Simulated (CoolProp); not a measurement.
A single-stage vapour-compression cycle with n-perfluoropentane: evaporating at 258.15 K (dew point), condensing at 319.15 K (bubble point), superheat 2 K, subcooling 8 K, compressor efficiency 0.75, no pressure losses. Each further row changes one setting.

Model: reference Helmholtz-energy equation of state, Gao 2022, in CoolProp.

| case | cooling COP | pressure ratio | discharge temperature (K) | refrigerating effect (kJ/kg) | volumetric capacity (kJ/m³) |
|---|---|---|---|---|---|
| as stated | 2.09 | 12.8 | 319.2 | 49.9 | 94.8 |
| evaporating temperature 263.15 K | 2.46 | 9.81 | 319.2 | 53.6 | 130 |
| condensing temperature 314.15 K | 2.44 | 10.8 | 314.2 | 55.3 | 105 |
| subcooling 13 K | 2.31 | 12.8 | 319.2 | 55.3 | 105 |
| superheat 12 K | 2.21 | 12.8 | 319.2 | 57.4 | 105 |
| compressor efficiency 0.65 | 1.81 | 12.8 | 319.2 | 49.9 | 94.8 |

The compression ends wet for: as stated; evaporating temperature 263.15 K; condensing temperature 314.15 K; subcooling 13 K; superheat 12 K; compressor efficiency 0.65.
